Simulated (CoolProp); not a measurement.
Properties of nitrogen along the isobar 1040 kPa.

Values from CoolProp's reference Helmholtz-energy equation of state, Span 2000.

| T (K) | phase | isothermal compressibility (1/MPa) | expansivity (1/kK) | viscosity (µPa s) |
|---|---|---|---|---|
| 108 | gas | ? | 17.79 | 8.09 |
| 123.5 | gas | 1.105 | 11.82 | 8.93 |
| 139 | gas | 1.049 | ? | ? |
| 154.5 | gas | ? | 7.767 | ? |
| 170 | gas | 1.002 | 6.745 | ? |
| 185.5 | gas | 0.9905 | ? | ? |
| 201.1 | gas | 0.9825 | 5.407 | 13.2 |
| 216.6 | gas | 0.9767 | 4.939 | 14.0 |
| 232.1 | gas | 0.9725 | 4.552 | 14.8 |
| 247.6 | gas | 0.9693 | 4.226 | 15.5 |

### Question
What belongs in the gaps?

### Answer

- 108, isothermal compressibility (1/MPa): 1.248
- 139, expansivity (1/kK): 9.272
- 139, viscosity (µPa s): 9.81
- 154.5, isothermal compressibility (1/MPa): 1.020
- 154.5, viscosity (µPa s): 10.7
- 170, viscosity (µPa s): 11.5
- 185.5, expansivity (1/kK): 5.993
- 185.5, viscosity (µPa s): 12.4

Viscosity comes from a separate model (Lemmon 2004).
